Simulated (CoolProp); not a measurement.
Vapour-liquid equilibrium of benzene (1) + n-nonane (2) at 1510 kPa; x and y are mole fractions of (1).

Model: multi-fluid Helmholtz-energy mixture model, Thol 2012 and Lemmon 2006; pair parameters Bell 2016, in CoolProp.

Give the bubble temperature and the first vapour's composition at x = 0.35, 0.575, 0.725. Is there an azeotrope?

x = 0.35: 521.5 K, y = 0.571; x = 0.575: 502.1 K, y = 0.773; x = 0.725: 491.8 K, y = 0.868. No azeotrope shows between x = 0.05 and 0.95.

The pair parameters rest on a limited set of measurements; away from them the model extrapolates.
